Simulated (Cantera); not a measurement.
Cantera run, input and output.

```python
import numpy as np
import cantera as ct

gas = ct.Solution("gri30.yaml")
gas.TPX = 1550, 320000, {'CO': 1, 'H2': 0.44, 'CH4': 0.47, 'O2': 3.53, 'N2': 13.3}
reactor = ct.IdealGasConstPressureReactor(gas, energy="on", clone=False)
net = ct.ReactorNet([reactor])
net.rtol, net.atol = 1e-08, 1e-16
show = ['CO', 'H2', 'CH4', 'H2O2', 'C2H2']
times = np.geomspace(4e-06, 5, 11)

steps = ct.SolutionArray(gas, extra=["t"])
rows = []
print(f"{'t/s':>10s}{'T/K':>9s}{'P/Pa':>11s}" + "".join(f"{s:>11s}" for s in show))
for t in times:
    while net.time < t:
        t_next = net.step()
        steps.append(gas.state, t=t_next)
    rows.append([np.interp(t, steps.t, y) for y in (steps.T, steps.P, *steps(*show).X.T)])
    print(f"{t:10.3e}{rows[-1][0]:9.1f}{rows[-1][1]:11.4g}" + "".join(f"{x:11.3e}" for x in rows[-1][2:]))
rate = np.gradient(steps.T, steps.t)
print("integrator steps:", len(steps.t))
if steps.T.max() > steps.T[0] + 200:
    print(f"time of steepest temperature rise: {steps.t[rate.argmax()]:.4e} s")
gas.TPX = 1550, 320000, {'CO': 1, 'H2': 0.44, 'CH4': 0.47, 'O2': 3.53, 'N2': 13.3}
gas.equilibrate("HP")
print(f"equilibrium (HP): T = {gas.T:.1f} K  " + "  ".join(f"{s} {gas[s].X[0]:.3e}" for s in show))
```

Output:

```
       t/s      T/K       P/Pa         CO         H2        CH4       H2O2       C2H2
 4.000e-06   1550.0    3.2e+05  5.336e-02  2.347e-02  2.507e-02  1.369e-08  1.302e-14
 1.628e-05   1555.2    3.2e+05  5.336e-02  2.290e-02  2.379e-02  7.568e-07  2.560e-08
 6.629e-05   2407.7    3.2e+05  1.377e-02  2.038e-03  4.018e-18  2.396e-07  1.168e-21
 2.699e-04   2528.2    3.2e+05  5.712e-03  8.546e-04  1.093e-18  3.025e-07  2.278e-22
 1.099e-03   2525.7    3.2e+05  5.613e-03  8.421e-04  1.058e-18  3.006e-07  2.134e-22
 4.472e-03   2516.6    3.2e+05  5.439e-03  8.195e-04  9.768e-19  2.917e-07  1.819e-22
 1.821e-02   2506.3    3.2e+05  5.247e-03  7.943e-04  8.896e-19  2.817e-07  1.505e-22
 7.411e-02   2505.4    3.2e+05  5.230e-03  7.921e-04  8.820e-19  2.808e-07  1.479e-22
 3.017e-01   2505.4    3.2e+05  5.230e-03  7.921e-04  8.820e-19  2.808e-07  1.479e-22
 1.228e+00   2505.4    3.2e+05  5.230e-03  7.921e-04  8.820e-19  2.808e-07  1.479e-22
 5.000e+00   2505.4    3.2e+05  5.230e-03  7.921e-04  8.820e-19  2.808e-07  1.479e-22
integrator steps: 1616
time of steepest temperature rise: 2.5888e-05 s
equilibrium (HP): T = 2505.4 K  CO 5.230e-03  H2 7.921e-04  CH4 1.312e-18  H2O2 2.808e-07  C2H2 1.704e-22
```

Model: GRI-Mech 3.0 (53 species, 325 reactions), integrated in Cantera.
